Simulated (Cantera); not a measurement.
Charge: 1 mol PbO, 0.66 mol O2, 9.7 mol H2, at 900 K and 32.0 Pa.

These are equilibrium values from Cantera (NASA tables, ideal gas, pure condensed phases), not measurements of a reactor. Equilibrium is a limit: real reactors are often held back by kinetics, nucleation or transport.

```tsv
species	before	after
H2	0.758	0.690
H2O	0.238	0.217
Pb	0.00428	0.0934
H	5.69e-9	0.000111
Pb(l), mol	0.958	0
```
Gas species are given as mole fractions.

Problem. What was changed between the two runs?
A. temperature from 900 K to 600 K
B. temperature from 900 K to 1350 K
C. H2 from 9.7 to 0.13 mol
D. PbO replaced by Pb

Solution. B, temperature from 900 K to 1350 K
